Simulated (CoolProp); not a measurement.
Saturated liquid density (kg/m³) of CHF3 (R23): the reference equation beside estimates from Tc = 26.1 °C, pc = 4.832 MPa, ω = 0.263. Rackett uses Z = 0.29056 − 0.08775 ω.

Computed with CoolProp (reference Helmholtz-energy equation of state, Penoncello 2003).

| T (°C) | reference | Rackett | van der Waals | Redlich-Kwong | Soave-Redlich-Kwong |
|---|---|---|---|---|---|
| -135.85 | 1638 | 1537 | 911.3 | 1356 | 1380 |
| -124.65 | 1599 | 1503 | 893.1 | 1326 | 1355 |
| -113.55 | 1561 | 1468 | 874.3 | 1295 | 1328 |
| -102.45 | 1521 | 1432 | 854.6 | 1262 | 1298 |
| -91.25 | 1480 | 1394 | 833.5 | 1226 | 1266 |
| -80.15 | 1438 | 1356 | 811.4 | 1187 | 1231 |
| -69.05 | 1395 | 1315 | 788.0 | 1146 | 1192 |
| -57.85 | 1349 | 1272 | 762.6 | 1101 | 1150 |
| -46.75 | 1301 | 1226 | 735.5 | 1053 | 1103 |
| -35.65 | 1249 | 1177 | 706.1 | 999.8 | 1050 |
| -24.45 | 1191 | 1124 | 673.3 | 940.7 | 990.5 |
| -13.35 | 1127 | 1064 | 636.8 | 875.0 | 922.5 |

Absolute difference from the reference over all 12 rows, mean and median: Rackett 5.8 and 5.8 %, van der Waals 43.7 and 43.5 %, Redlich-Kwong 18.5 and 17.7 %, Soave-Redlich-Kwong 15.4 and 15.1 %.
